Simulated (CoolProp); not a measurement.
Model: reference Helmholtz-energy equation of state, Tillner-Roth 1994, in CoolProp.

### Question
Give the vapour pressure (MPa), liquid density (kg/m³), vapour density (kg/m³), liquid viscosity (µPa s) of saturated R134a at 315 K.

### Answer
```tsv
T (K)	p (MPa)	liquid density (kg/m³)	vapour density (kg/m³)	liquid viscosity (µPa s)
315	1.07	1140	52.8	158
```

Viscosity comes from a separate model (Huber 2003), an estimate that may be off by 10 % or more.
